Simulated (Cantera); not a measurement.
Input (Python, Cantera) and output of one run.

```python
import numpy as np
import cantera as ct

gas_names = """
    AL ALC ALN ALO ALO2 AL2 AL2O AL2O2 C CN CO CO2 C2 CCN CNC C2N2 C2O C3 C3O2 C4 C4N2 C5 N NCO NO NO2
    NO3 N2 N2O O O2 O3
""".split()
cond_names = """
    AL(cr) AL(L) ALN(s) AL2O3(a) AL2O3(L) C(gr)
""".split()


def load(file, names, dense=False):
    # The tables refer to 1 bar. Condensed volumes are neglected.
    table = {s.name: s for s in ct.Species.list_from_file(file)}
    out = []
    for n in names:
        d = dict(table[n].input_data)
        d["thermo"] = dict(d["thermo"], **{"reference-pressure": 1e5})
        if dense:
            d["equation-of-state"] = {"model": "constant-volume", "density": "1e6 g/cm^3"}
        out.append(ct.Species.from_dict(d))
    return out


gas = ct.Solution(thermo="ideal-gas", species=load("nasa_gas.yaml", gas_names))
cond = {s.name: ct.Solution(thermo="fixed-stoichiometry", species=[s], name=s.name)
        for s in load("nasa_condensed.yaml", cond_names, dense=True)}
atoms = {
    'Al2O3': {'AL': 2, 'O': 3},
    'C': {'C': 1},
    'N2': {'N': 2},
}
top_T = {'ALN(s)': 2750, 'C(gr)': 4500}  # K; cautious upper limits of use, not melting points


def equilibrate(T, P, feed):
    n = {}
    for name, mol in feed.items():
        for a, k in atoms[name].items():
            n[a] = n.get(a, 0.0) + k * mol
    gas.TPX = T, P, n
    mass = sum(n.values()) * gas.mean_molecular_weight
    gas.equilibrate("TP")
    valid = [c for c in cond.values() if c.min_temp <= T <= top_T.get(c.name, c.max_temp)]
    mix = ct.Mixture([(gas, mass / gas.mean_molecular_weight)] + [(c, 0.0) for c in valid])
    mix.T, mix.P = T, P
    mix.equilibrate("TP", solver="vcs", rtol=1e-11, max_steps=5000)
    return mix


results = []
feed = {'Al2O3': 1, 'C': 0.0041, 'N2': 2.2}  # mol
P = 3.9  # Pa
for T in [2375, 2425, 2475, 2525, 2575, 2625, 2675, 2725, 2775]:
    mix = equilibrate(T, P, feed)
    results.append((T, P, feed, dict(zip(mix.species_names, mix.species_moles))))

top = {s: max(r[3][s] / sum(r[3][g] for g in gas_names) for r in results) for s in gas_names}
cols = sorted((s for s in top if top[s] > 0.0001), key=lambda s: -top[s])[:6]
seen = [c for c in cond_names if any(r[3].get(c, 0) > 1e-12 for r in results)]
print("log10 of partial pressures in bar; condensed amounts in mol")
print(f"{'T/K':>10s}" + "".join(f"{s[:9]:>10s}" for s in cols + seen))
for T, P, feed, n in results:
    ng = sum(n[g] for g in gas_names)
    print(f"{T:10.4g}" + "".join(f"{np.log10(max(n[s] / ng * P / 1e5, 1e-99)):10.3f}" for s in cols)
          + "".join(f"{n.get(c, 0):10.4g}" for c in seen))
```

It prints:

```
log10 of partial pressures in bar; condensed amounts in mol
       T/K        N2         O        AL       ALO      AL2O        O2  AL2O3(L)
      2375    -4.470    -5.600    -5.824    -6.185    -6.819    -6.959    0.9202
      2425    -4.529    -5.329    -5.568    -5.892    -6.515    -6.650    0.8289
      2475    -4.658    -5.070    -5.321    -5.611    -6.224    -6.355     0.579
      2525    -4.866    -4.889    -5.133    -5.457    -6.109    -6.206         0
      2575    -4.884    -4.861    -5.073    -5.576    -6.386    -6.356         0
      2625    -4.897    -4.840    -5.034    -5.714    -6.695    -6.511         0
      2675    -4.906    -4.824    -5.009    -5.866    -7.025    -6.672         0
      2725    -4.912    -4.814    -4.994    -6.024    -7.363    -6.834         0
      2775    -4.917    -4.807    -4.984    -6.185    -7.702    -6.997         0
```

These are equilibrium values from Cantera (NASA tables, ideal gas, pure condensed phases), not measurements of a reactor.
